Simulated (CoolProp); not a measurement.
Saturated liquid density (kg/m³) of n-perfluoropentane: the reference equation beside estimates from Tc = 147.9 °C, pc = 20.63 bar, ω = 0.436.

Computed with CoolProp (reference Helmholtz-energy equation of state, Gao 2022).

```json
[
 {"T (°C)": "8.95", "reference": "1656", "van der Waals": "993.5", "Soave-Redlich-Kwong": "1544", "Peng-Robinson": "1745"},
 {"T (°C)": "26.95", "reference": "1598", "van der Waals": "957.9", "Soave-Redlich-Kwong": "1486", "Peng-Robinson": "1681"},
 {"T (°C)": "44.85", "reference": "1537", "van der Waals": "919.5", "Soave-Redlich-Kwong": "1420", "Peng-Robinson": "1609"},
 {"T (°C)": "62.85", "reference": "1469", "van der Waals": "876.9", "Soave-Redlich-Kwong": "1344", "Peng-Robinson": "1524"},
 {"T (°C)": "80.75", "reference": "1393", "van der Waals": "829.4", "Soave-Redlich-Kwong": "1255", "Peng-Robinson": "1425"},
 {"T (°C)": "98.75", "reference": "1304", "van der Waals": "774.4", "Soave-Redlich-Kwong": "1149", "Peng-Robinson": "1303"},
 {"T (°C)": "116.65", "reference": "1194", "van der Waals": "708.1", "Soave-Redlich-Kwong": "1017", "Peng-Robinson": "1150"},
 {"T (°C)": "134.65", "reference": "1030", "van der Waals": "617.4", "Soave-Redlich-Kwong": "832.6", "Peng-Robinson": "933.2"}
]
```

Absolute difference from the reference over all 8 rows, mean and median: van der Waals 40.3 and 40.2 %, Soave-Redlich-Kwong 10.7 and 9.2 %, Peng-Robinson 4.3 and 4.2 %.
